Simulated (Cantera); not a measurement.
Charge: 1 mol SiH4, 0.34 mol N2, at 21.0 mbar.

These are equilibrium values from Cantera (NASA tables, ideal gas, pure condensed phases), not measurements of a reactor. Candidate condensed phases: Si, Si3N4; 18 gas species. N2 is the only nitrogen source here; it is nearly inert below about 1500 K, so the nitride shown seldom forms there in practice. Mutual solubility and eutectic melting of coexisting phases are not modelled. Gases not in the tables: Si2H6 and higher silanes. Rates play no part.

Q: Which condensed phases are stable at each of these points (T (K)): 1048, 1148, 1248, 1348, 1448, 1548, 1648, 1748, 1848, 1948, 2048?

A: 
```
T (K)  condensed phases  Si condensed (%)
-----  ----------------  ----------------
1048   Si(s) + Si3N4(s)             100.0
1148   Si(s) + Si3N4(s)             100.0
1248   Si(s) + Si3N4(s)             100.0
1348   Si(s) + Si3N4(s)             100.0
1448   Si(s) + Si3N4(s)             100.0
1548   Si(s) + Si3N4(s)             100.0
1648   Si(s) + Si3N4(s)             100.0
1748              Si(l)             100.0
1848              Si(l)              99.9
1948              Si(l)              99.7
2048              Si(l)              99.0
```

From 1048 K to 1648 K the condensed part is Si(s) + Si3N4(s). From 1748 K to 2048 K the condensed part is Si(l).
